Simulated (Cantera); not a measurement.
Cantera run:

```python
import numpy as np
import cantera as ct

gas_names = """
    CL CL2 H HCL H2 Si SiCL SiCL2 SiCL3 SiCL4 SiH SiHCL3 SiH2 SiH2CL2 SiH3 SiH3CL SiH4 Si2 Si3
""".split()
cond_names = """
    Si(cr) Si(L)
""".split()


# ... load() reads the species with a 1 bar reference pressure and builds the phases ...
atoms = {
    'Si': {'Si': 1},
    'HCl': {'H': 1, 'CL': 1},
    'H2': {'H': 2},
}
top_T = {}  # K; cautious upper limits of use, not melting points


# ... equilibrate(T, P, feed) seeds the gas with the atoms and calls Mixture.equilibrate('TP', solver="vcs", rtol=1e-11, max_steps=5000) ...
results = []
feed = {'Si': 1, 'HCl': 12, 'H2': 47}  # mol
T = 1223.15  # K
P = 300  # Pa
mix = equilibrate(T, P, feed)
results.append((T, P, feed, dict(zip(mix.species_names, mix.species_moles))))
print(gas.report(threshold=0.001))
for i in range(1, mix.n_phases):
    print(f"{mix.phase(i).name:16s} {mix.phase_moles(i):12.5e} mol")
```

It prints:

```
       temperature   1223.2 K
          pressure   300 Pa
           density   0.00028173 kg/m^3
  mean mol. weight   9.5507 kg/kmol
   phase of matter   gas

                          1 kg             1 kmol
                     ---------------   ---------------
          enthalpy        8.4355e+05        8.0565e+06  J
   internal energy       -2.2128e+05       -2.1134e+06  J
           entropy             24936        2.3816e+05  J/K
    Gibbs function       -2.9657e+07       -2.8324e+08  J
 heat capacity c_p              3369             32176  J/K
 heat capacity c_v            2498.4             23862  J/K

                      mass frac. Y      mole frac. X     chem. pot. / RT
                     ---------------   ---------------   ---------------
               HCL           0.61009           0.15982           -41.532
                H2           0.17375           0.82313           -24.033
             SiCL2           0.10665          0.010291           -65.125
             SiCL3          0.031525         0.0022396           -94.641
             SiCL4          0.069075         0.0038833           -124.16
     [  +14 minor]         0.0089048        0.00063687

Si(cr)            0.00000e+00 mol
```

Equilibrium computed with Cantera from the NASA thermochemical tables; the gas is ideal and each condensed phase is pure. The tables' values for SiCl3 are old estimates; treat these amounts as uncertain.
